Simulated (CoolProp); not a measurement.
Vapour-liquid equilibrium of R134a (1) + R124 (2) at 259.9 K; x and y are mole fractions of (1).

The numbers come from the multi-fluid Helmholtz-energy mixture model, Tillner-Roth 1994 and de Vries 1995; pair parameters Bell 2016 in CoolProp.

```json
[
 {"x": "0.05", "bubble pressure, mixture model (MPa)": "0.1014", "bubble pressure, Raoult's law (MPa)": "0.09998", "y, mixture model": "0.098", "y, Raoult's law": "0.088"},
 {"x": "0.15", "bubble pressure, mixture model (MPa)": "0.1118", "bubble pressure, Raoult's law (MPa)": "0.1080", "y, mixture model": "0.262", "y, Raoult's law": "0.245"},
 {"x": "0.25", "bubble pressure, mixture model (MPa)": "0.1214", "bubble pressure, Raoult's law (MPa)": "0.1160", "y, mixture model": "0.394", "y, Raoult's law": "0.380"},
 {"x": "0.35", "bubble pressure, mixture model (MPa)": "0.1304", "bubble pressure, Raoult's law (MPa)": "0.1240", "y, mixture model": "0.504", "y, Raoult's law": "0.497"},
 {"x": "0.45", "bubble pressure, mixture model (MPa)": "0.1387", "bubble pressure, Raoult's law (MPa)": "0.1320", "y, mixture model": "0.599", "y, Raoult's law": "0.600"},
 {"x": "0.55", "bubble pressure, mixture model (MPa)": "0.1465", "bubble pressure, Raoult's law (MPa)": "0.1401", "y, mixture model": "0.682", "y, Raoult's law": "0.692"},
 {"x": "0.65", "bubble pressure, mixture model (MPa)": "0.1538", "bubble pressure, Raoult's law (MPa)": "0.1481", "y, mixture model": "0.758", "y, Raoult's law": "0.773"},
 {"x": "0.75", "bubble pressure, mixture model (MPa)": "0.1607", "bubble pressure, Raoult's law (MPa)": "0.1561", "y, mixture model": "0.829", "y, Raoult's law": "0.846"},
 {"x": "0.85", "bubble pressure, mixture model (MPa)": "0.1671", "bubble pressure, Raoult's law (MPa)": "0.1641", "y, mixture model": "0.897", "y, Raoult's law": "0.912"},
 {"x": "0.95", "bubble pressure, mixture model (MPa)": "0.1732", "bubble pressure, Raoult's law (MPa)": "0.1721", "y, mixture model": "0.965", "y, Raoult's law": "0.972"}
]
```

The largest gap from Raoult's law is +5.2 % in bubble pressure, at x = 0.35. No azeotrope shows between x = 0.05 and 0.95.

Pair parameters are fitted to limited data, so mixtures are less certain than the pure fluids.
